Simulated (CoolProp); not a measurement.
A single-stage vapour-compression cycle with R125: evaporating at 244.15 K (dew point), condensing at 270.15 K (bubble point), superheat 0 K, subcooling 8 K, compressor efficiency 0.6, no pressure losses. Each further row changes one setting.

The numbers come from the reference Helmholtz-energy equation of state, Lemmon 2005 in CoolProp.

| case | cooling COP | pressure ratio | discharge temperature (K) | refrigerating effect (kJ/kg) | volumetric capacity (kJ/m³) |
|---|---|---|---|---|---|
| as stated | 5.27 | 2.56 | 283.5 | 132 | 2000 |
| evaporating temperature 249.15 K | 6.80 | 2.10 | 280.5 | 134 | 2480 |
| condensing temperature 265.15 K | 6.70 | 2.17 | 276.5 | 138 | 2100 |
| subcooling 13 K | 5.51 | 2.56 | 283.5 | 138 | 2100 |
| superheat 10 K | 5.28 | 2.56 | 294.0 | 139 | 2010 |
| compressor efficiency 0.5 | 4.39 | 2.56 | 289.3 | 132 | 2000 |
